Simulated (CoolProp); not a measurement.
Computed with CoolProp (reference Helmholtz-energy equation of state, Lemmon 2006). It is a short technical equation, of lower accuracy than the large ones.

Give the vapour pressure (kPa), liquid density (kg/m³), enthalpy of vaporisation (kJ/kg) of saturated C2F6 (R116) at -62.45, -55.75, -46.75 °C.


```json
[
 {"T (°C)": "-62.45", "p (kPa)": "219", "liquid density (kg/m³)": "1530", "enthalpy of vaporisation (kJ/kg)": "110"},
 {"T (°C)": "-55.75", "p (kPa)": "293", "liquid density (kg/m³)": "1500", "enthalpy of vaporisation (kJ/kg)": "106"},
 {"T (°C)": "-46.75", "p (kPa)": "420", "liquid density (kg/m³)": "1450", "enthalpy of vaporisation (kJ/kg)": "102"}
]
```
